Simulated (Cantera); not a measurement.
A Cantera script and its output.

```python
import numpy as np
import cantera as ct

gas = ct.Solution("SiF4_NH3_mec.yaml", "gas")
gas.TPX = 1900, 83000, {'NH3': 1, 'H2': 9.2}
reactor = ct.IdealGasConstPressureReactor(gas, energy="off", clone=False)
net = ct.ReactorNet([reactor])
net.rtol, net.atol = 1e-08, 1e-18
show = ['NH3', 'H2', 'N2', 'NH2', 'N', 'N2H4']
times = np.geomspace(2e-05, 6, 12)

steps = ct.SolutionArray(gas, extra=["t"])
rows = []
print(f"{'t/s':>10s}{'T/K':>9s}{'P/Pa':>11s}" + "".join(f"{s:>11s}" for s in show))
for t in times:
    while net.time < t:
        t_next = net.step()
        steps.append(gas.state, t=t_next)
    rows.append([np.interp(t, steps.t, y) for y in (steps.T, steps.P, *steps(*show).X.T)])
    print(f"{t:10.3e}{rows[-1][0]:9.1f}{rows[-1][1]:11.4g}" + "".join(f"{x:11.3e}" for x in rows[-1][2:]))
rate = np.gradient(steps.T, steps.t)
print("integrator steps:", len(steps.t))
if steps.T.max() > steps.T[0] + 200:
    print(f"time of steepest temperature rise: {steps.t[rate.argmax()]:.4e} s")
gas.TPX = 1900, 83000, {'NH3': 1, 'H2': 9.2}
gas.equilibrate("TP")
print(f"equilibrium (TP): T = {gas.T:.1f} K  " + "  ".join(f"{s} {gas[s].X[0]:.3e}" for s in show))
```

Result:

```
       t/s      T/K       P/Pa        NH3         H2         N2        NH2          N       N2H4
 2.000e-05   1900.0    8.3e+04  9.804e-02  9.020e-01  7.901e-12  2.741e-06  1.435e-12  6.673e-12
 6.294e-05   1900.0    8.3e+04  9.803e-02  9.019e-01  1.242e-09  8.573e-06  4.685e-11  6.618e-11
 1.981e-04   1900.0    8.3e+04  9.801e-02  9.019e-01  1.283e-07  2.675e-05  1.450e-09  6.470e-10
 6.234e-04   1900.0    8.3e+04  9.793e-02  9.017e-01  6.749e-06  7.838e-05  3.639e-08  5.554e-09
 1.962e-03   1900.0    8.3e+04  9.750e-02  9.017e-01  1.637e-04  1.406e-04  2.096e-07  1.785e-08
 6.175e-03   1900.0    8.3e+04  9.582e-02  9.026e-01  9.284e-04  1.431e-04  2.286e-07  1.848e-08
 1.943e-02   1900.0    8.3e+04  9.075e-02  9.054e-01  3.241e-03  1.375e-04  2.264e-07  1.706e-08
 6.116e-02   1900.0    8.3e+04  7.696e-02  9.129e-01  9.526e-03  1.217e-04  2.191e-07  1.337e-08
 1.925e-01   1900.0    8.3e+04  4.847e-02  9.283e-01  2.252e-02  8.574e-05  1.947e-07  6.635e-09
 6.058e-01   1900.0    8.3e+04  1.707e-02  9.453e-01  3.684e-02  3.686e-05  1.260e-07  1.225e-09
 1.906e+00   1900.0    8.3e+04  3.988e-03  9.524e-01  4.280e-02  9.791e-06  4.348e-08  8.638e-11
 6.000e+00   1900.0    8.3e+04  1.048e-03  9.539e-01  4.415e-02  2.628e-06  1.219e-08  6.223e-12
integrator steps: 1036
equilibrium (TP): T = 1900.0 K  NH3 3.897e-06  H2 9.545e-01  N2 4.462e-02  NH2 9.790e-09  N 4.562e-11  N2H4 8.688e-17
```

Detailed kinetics in Cantera: the gas-phase N/H chemistry of the illustrative SiF4/NH3 mechanism in the Surface Chemkin manual (1991). Walls and surfaces, which speed up NH3 decomposition in real reactors, are not modelled.
